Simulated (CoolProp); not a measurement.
Model: reference Helmholtz-energy equation of state, Zhou 2012, in CoolProp.

**Question.** For m-xylene, give the phase and the speed of sound (m/s), Joule-Thomson coefficient (K/MPa), Prandtl number at 440.5 K and 0.511 MPa; 424.3 K and 0.0552 MPa.

**Answer.** 
- 440.5 K and 0.511 MPa: liquid; speed of sound 782, Joule-Thomson coefficient -0.218, Prandtl number 4.27
- 424.3 K and 0.0552 MPa: gas; speed of sound 183, Joule-Thomson coefficient 27.5, Prandtl number 0.756

Viscosity comes from a separate model (Cao 2016). Thermal conductivity comes from a separate model (Mylona 2014).
